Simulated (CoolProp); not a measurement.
Vapour-liquid equilibrium of C2F6 (R116) (1) + R143a (2) at 271 K; x and y are mole fractions of (1).

Model: multi-fluid Helmholtz-energy mixture model, Lemmon 2006 and Lemmon and Jacobsen 2000; pair parameters Bell 2016, in CoolProp.

| x | bubble pressure (bar) | y at the bubble point | dew pressure at overall composition x (bar) | liquid density (mol/L) |
|---|---|---|---|---|
| 0.05 | 7.126 | 0.197 | 6.085 | 12.03 |
| 0.2 | 10.36 | 0.481 | 7.150 | 11.31 |
| 0.35 | 12.65 | 0.610 | 8.607 | ___ |
| 0.5 | 14.31 | ___ | 10.67 | ___ |
| 0.65 | 15.61 | 0.765 | ___ | ___ |
| 0.8 | ___ | 0.846 | ___ | 8.814 |
| 0.95 | 17.34 | 0.954 | 17.32 | ___ |

### Question
What belongs in the gaps?

### Answer

- 0.35, liquid density (mol/L): 10.61
- 0.5, y at the bubble point: 0.693
- 0.5, liquid density (mol/L): 9.938
- 0.65, dew pressure at overall composition x (bar): 13.46
- 0.65, liquid density (mol/L): 9.327
- 0.8, bubble pressure (bar): 16.66
- 0.8, dew pressure at overall composition x (bar): 16.12
- 0.95, liquid density (mol/L): 8.449

No azeotrope shows between x = 0.05 and 0.95.

Pair parameters are fitted to limited data, so mixtures are less certain than the pure fluids.
